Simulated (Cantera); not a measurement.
An isothermal, constant-pressure homogeneous reactor starts with C2H6 : N2 = 1 : 28 (molar parts), at 1025 K and 20.0 Torr.

Cantera simulation using GRI-Mech 3.0 (53 species, 325 reactions); the numbers are that mechanism's predictions, not measurements. GRI-Mech 3.0 stops at C3 and has no aromatics, soot or wall deposition, so with more carbon than oxygen in the feed, carbon stays in small species such as C2H2 where larger ones or solid carbon would form. Radical loss at walls, strong at low pressure, is not modelled.

x: mole fraction; the columns are a selection and need not sum to one.

| t (s) | x C2H6 | x CH3 | x HCN | x H2 | x C2H |
|---|---|---|---|---|---|
| 2.00e-5 | 0.0345 | 9.42e-10 | <1e-12 | <1e-12 | <1e-12 |
| 0.000100 | 0.0345 | (withheld) | <1e-12 | <1e-12 | <1e-12 |
| 0.000502 | 0.0345 | (withheld) | <1e-12 | 3.74e-11 | <1e-12 |
| 0.00252 | 0.0345 | (withheld) | <1e-12 | 5.66e-9 | <1e-12 |
| 0.0126 | 0.0345 | (withheld) | <1e-12 | 6.33e-7 | <1e-12 |
| 0.0632 | 0.0344 | (withheld) | <1e-12 | 4.01e-5 | <1e-12 |
| 0.317 | 0.0336 | 2.76e-6 | <1e-12 | 0.000787 | <1e-12 |
| 1.59 | 0.0287 | 2.63e-6 | <1e-12 | 0.00535 | <1e-12 |
| 7.96 | 0.0107 | (withheld) | 1.10e-12 | 0.0223 | <1e-12 |
| 39.9 | 0.000291 | (withheld) | 1.24e-12 | 0.0355 | <1e-12 |
| 200 | 4.21e-5 | (withheld) | 1.24e-12 | 0.0401 | <1e-12 |

Question: What belongs in the gaps?

Answer: 
- 0.000100, x CH3: 4.71e-9
- 0.000502, x CH3: 2.33e-8
- 0.00252, x CH3: 1.09e-7
- 0.0126, x CH3: 3.99e-7
- 0.0632, x CH3: 8.93e-7
- 7.96, x CH3: 1.52e-6
- 39.9, x CH3: 1.86e-7
- 200, x CH3: 6.91e-8
